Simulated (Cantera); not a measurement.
A closed system holds: 1 mol SiH2Cl2, 0.12 mol C2H4, 1100 mol H2, 0.031 mol C2H2, equilibrated at 0.0290 bar.

Equilibrium computed with Cantera from the NASA thermochemical tables; the gas is ideal and each condensed phase is pure. Candidate condensed phases: C, C6H6, C7H8, C8H18, Si, SiC; 109 gas species. Gases not in the tables: Si2H6 and higher silanes. Kinetics and transport are ignored.

Problem. What share of the Si ends up in condensed phases as a function of T (K), at 1973, 1998, 2023, 2048, 2073, 2098, 2123, 2148, 2173, 2198?

Solution. 
```
T (K)  Si condensed (%)      as
-----  ----------------  ------
1973               27.0  SiC(s)
1998               24.6  SiC(s)
2023               19.7  SiC(s)
2048               11.0  SiC(s)
2073                0.0       -
2098                0.0       -
2123                0.0       -
2148                0.0       -
2173                0.0       -
2198                0.0       -
```
